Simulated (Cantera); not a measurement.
Hydrocarbon pyrolysis for carbon deposition

An isothermal, constant-pressure homogeneous reactor starts with C2H6 : N2 = 1 : 6.6 (molar parts), at 1523 K and 2670 Pa.

Detailed kinetics in Cantera: GRI-Mech 3.0 (53 species, 325 reactions). GRI-Mech 3.0 stops at C3 and has no aromatics, soot or wall deposition, so with more carbon than oxygen in the feed, carbon stays in small species such as C2H2 where larger ones or solid carbon would form. Radical loss at walls, strong at low pressure, is not modelled.

```tsv
t (s)	x C2H6	x H2	x CH2	x C2H4	x CH3	x CH4
0.000100	0.129	0.000310	1.13e-6	0.000318	0.00308	0.000300
0.000339	0.115	0.00695	7.03e-6	0.00750	0.00811	0.00286
0.00115	0.0593	0.0426	1.16e-5	0.0434	0.0108	0.0195
0.00389	0.00529	0.0949	4.50e-6	0.0553	0.00351	0.0446
0.0132	0.000170	0.125	3.81e-7	0.0303	0.000699	0.0452
0.0447	1.88e-5	0.140	5.04e-8	0.0145	0.000236	0.0441
0.152	7.88e-6	0.150	2.23e-8	0.00381	0.000154	0.0430
0.514	8.36e-6	0.155	2.61e-8	0.000321	0.000163	0.0408
1.74	6.34e-6	0.163	2.40e-8	0.000243	0.000143	0.0347
5.90	2.88e-6	0.180	1.86e-8	0.000170	9.97e-5	0.0218
20.0	5.04e-7	0.198	1.02e-8	0.000131	4.41e-5	0.00794
```
x: mole fraction; the columns are a selection and need not sum to one.

Equilibrium at this temperature and pressure: C2H6 2.81e-9, H2 0.208, CH2 6.70e-10, C2H4 6.99e-5, CH3 2.51e-6, CH4 0.000397 (gas phase only).
